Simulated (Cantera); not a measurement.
Feed: 1 mol Si₂Cl₆, 0.031 mol HCl, 160 mol N₂, at 1327 °C and 1600 Pa.

These are equilibrium values from Cantera (NASA tables, ideal gas, pure condensed phases), not measurements of a reactor. The feed counts by its element totals alone. The tables' values for SiCl₃ are old estimates; treat these amounts as uncertain. Equilibrium is a limit: real reactors are often held back by kinetics, nucleation or transport.

```tsv
species	before	after
N₂	0.986	0.990
SiCl₄	0.00413	0.00926
HCl	0.000191	0.000192
SiCl₂	0.00524	6.08e-6
Cl	0.00111	6.35e-8
SiCl₃	0.00296	5.93e-5
Si₃N₄(s), mol	0	0.166
```
Gas species are given as mole fractions.

Q: Which change was made?
A. temperature from 1327 °C to 1375 °C
B. temperature from 1327 °C to 800 °C
C. temperature from 1327 °C to 1252 °C
D. temperature from 1327 °C to 1425 °C

A: B, temperature from 1327 °C to 800 °C. N₂ is the only nitrogen source here; it is nearly inert below about 1500 K, so the nitride shown seldom forms there in practice
